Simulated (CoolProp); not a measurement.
C2F6 (R116) along the isobar 840 kPa: density (kg/m³) from the reference equation and from simpler models built on Tc = 19.9 °C, pc = 3048 kPa, ω = 0.257; each cubic takes its own stable root.

Values from CoolProp's reference Helmholtz-energy equation of state, Lemmon 2006. It is a short technical equation, of lower accuracy than the large ones.

```json
[
 {"T (°C)": "14.65", "phase": "gas", "reference": "54.20"},
 {"T (°C)": "19.85", "phase": "gas", "reference": "52.82"},
 {"T (°C)": "25.05", "phase": "gas", "reference": "51.53"},
 {"T (°C)": "30.25", "phase": "gas", "reference": "50.32"},
 {"T (°C)": "35.55", "phase": "gas", "reference": "49.16"},
 {"T (°C)": "40.75", "phase": "gas", "reference": "48.09"},
 {"T (°C)": "45.95", "phase": "gas", "reference": "47.07"},
 {"T (°C)": "51.15", "phase": "gas", "reference": "46.10"},
 {"T (°C)": "56.35", "phase": "gas", "reference": "45.18"},
 {"T (°C)": "61.55", "phase": "gas", "reference": "44.31"},
 {"T (°C)": "66.75", "phase": "gas", "reference": "43.47"},
 {"T (°C)": "71.95", "phase": "gas", "reference": "42.67"},
 {"T (°C)": "77.15", "phase": "gas", "reference": "41.91"},
 {"T (°C)": "82.45", "phase": "gas", "reference": "41.16"},
 {"T (°C)": "87.65", "phase": "gas", "reference": "40.45"}
]
```

### Question
How far does each simpler model (ideal gas, Soave-Redlich-Kwong, Peng-Robinson) lie from the reference over these 15 states: mean and median of the absolute difference, and the worst?

### Answer
- ideal gas: mean 7.0 %, median 6.7 %, worst -10.6 % at 14.65 °C and 840 kPa
- Soave-Redlich-Kwong: mean 0.1 %, median 0.1 %, worst +0.2 % at 25.05 °C and 840 kPa
- Peng-Robinson: mean 1.1 %, median 1.1 %, worst +1.3 % at 14.65 °C and 840 kPa
